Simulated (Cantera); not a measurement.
Charge: 1 mol SiO2, 4.6 mol CH4, 0.3 mol N2, held at 2152 °C and 1.00 bar.

Equilibrium computed with Cantera from the NASA thermochemical tables; the gas is ideal and each condensed phase is pure. Candidate condensed phases: C, C6H6, C7H8, C8H18, H2O, Si, SiC, SiO2, Si2N2O, Si3N4; 151 gas species. Gases not in the tables: Si2H6 and higher silanes. Equilibrium is a limit: real reactors are often held back by kinetics, nucleation or transport.

Base state: H2 0.775, CO 0.169, N2 0.0217, H 0.0158, HCN 0.00756, C2H2 (acetylene) 0.00605, SiO 0.00353, HNC 0.000810 (mole fractions); condensed: C(graphite) + SiC(s).

Problem. What changes in the equilibrium state with this change: temperature from 2152 °C to 877 °C?

Solution. 
```tsv
species	before	after
H2	0.775	0.946
N2	0.0217	0.0315
CH4	0.000102	0.0209
CO	0.169	0.00193
H	0.0158	7.25e-8
SiO	0.00353	<1e-9
Si	0.000532	<1e-9
C2H2 (acetylene)	0.00605	3.66e-8
SiH	0.000139	<1e-9
SiH2	0.000120	<1e-9
SiC2	0.000110	<1e-9
C(graphite), mol	1.45	4.39
SiC(s), mol	0.947	0
SiO2(β-quartz), mol	0	0.987
Si2N2O(s), mol	0	0.00628
```
N2 is the only nitrogen source here; it is nearly inert below about 1500 K, so the nitride shown seldom forms there in practice. Mutual solubility and eutectic melting of coexisting phases are not modelled. The tables hold silica as quartz up to 1696 K and as liquid above; real silica turns to tridymite and cristobalite and melts near 1996 K.
